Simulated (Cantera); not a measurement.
Feed: 1 mol Si2H6, 0.63 mol CO2, 24 mol H2, equilibrated at 13.0 Pa.

Method: chemical equilibrium by Gibbs-energy minimisation in Cantera with the NASA 1993 tables (ideal gas, pure condensed phases). Candidate condensed phases: C, C6H6, C7H8, C8H18, H2O, Si, SiC, SiO2; 123 gas species. The feed counts by its element totals alone. Mutual solubility and eutectic melting of coexisting phases are not modelled. Equilibrium is a limit: real reactors are often held back by kinetics, nucleation or transport.

Which condensed phases are stable at each of these points (T (°C)): 527, 552, 577, 602, 627, 652, 677, 702, 727, 752?


```json
[
 {"T (°C)": "527", "condensed phases": "Si(s) + SiC(s) + SiO2(α-quartz)", "Si condensed (%)": "100.0"},
 {"T (°C)": "552", "condensed phases": "Si(s) + SiC(s) + SiO2(α-quartz)", "Si condensed (%)": "100.0"},
 {"T (°C)": "577", "condensed phases": "Si(s) + SiC(s) + SiO2(β-quartz)", "Si condensed (%)": "100.0"},
 {"T (°C)": "602", "condensed phases": "Si(s) + SiC(s) + SiO2(β-quartz)", "Si condensed (%)": "100.0"},
 {"T (°C)": "627", "condensed phases": "Si(s) + SiC(s) + SiO2(β-quartz)", "Si condensed (%)": "100.0"},
 {"T (°C)": "652", "condensed phases": "Si(s) + SiC(s) + SiO2(β-quartz)", "Si condensed (%)": "100.0"},
 {"T (°C)": "677", "condensed phases": "Si(s) + SiC(s) + SiO2(β-quartz)", "Si condensed (%)": "100.0"},
 {"T (°C)": "702", "condensed phases": "Si(s) + SiC(s) + SiO2(β-quartz)", "Si condensed (%)": "100.0"},
 {"T (°C)": "727", "condensed phases": "Si(s) + SiC(s) + SiO2(β-quartz)", "Si condensed (%)": "100.0"},
 {"T (°C)": "752", "condensed phases": "Si(s) + SiC(s) + SiO2(β-quartz)", "Si condensed (%)": "100.0"}
]
```

From 527 °C to 552 °C the condensed part is Si(s) + SiC(s) + SiO2(α-quartz). From 577 °C to 752 °C the condensed part is Si(s) + SiC(s) + SiO2(β-quartz).
